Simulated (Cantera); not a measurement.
Input: 1 mol PbO, 1700 mol H₂, 88 mol N₂, equilibrated at 850 K and 2700 Pa.

Method: chemical equilibrium by Gibbs-energy minimisation in Cantera with the NASA 1993 tables (ideal gas, pure condensed phases). Candidate condensed phases: H₂O, Pb, PbO, PbO₂, Pb₃O₄; 27 gas species. Kinetics and transport are ignored.

Question: What is the equilibrium state?

Answer: 
```
Item                                    Value
----------------------------------  ---------
x(H₂)                                   0.950
x(N₂)                                  0.0492
x(H₂O)                               0.000559
x(Pb)                                 1.18e-5
x(NH₃)                                1.03e-5
n(Pb(l))                            0.979 mol
gas amount                           1788 mol
log10 activity of PbO₂(s) (absent)     -24.54
```
